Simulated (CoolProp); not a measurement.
Vapour-liquid equilibrium of acetone (1) + n-nonane (2) at 124.75 °C; x and y are mole fractions of (1).

Model: multi-fluid Helmholtz-energy mixture model, Lemmon 2006 and Lemmon 2006; pair parameters Bell 2016, in CoolProp.

Problem. Give the bubble pressure and the first vapour's composition at x = 0.05, 0.2, 0.65. Is there an azeotrope?

Solution. x = 0.05: 122.0 kPa, y = 0.607; x = 0.2: 286.7 kPa, y = 0.840; x = 0.65: 509.6 kPa, y = 0.932. No azeotrope shows between x = 0.05 and 0.95.

The pair parameters rest on a limited set of measurements; away from them the model extrapolates. With so large a gap from Raoult's law the liquid may split in two, which this calculation doesn't test in full.
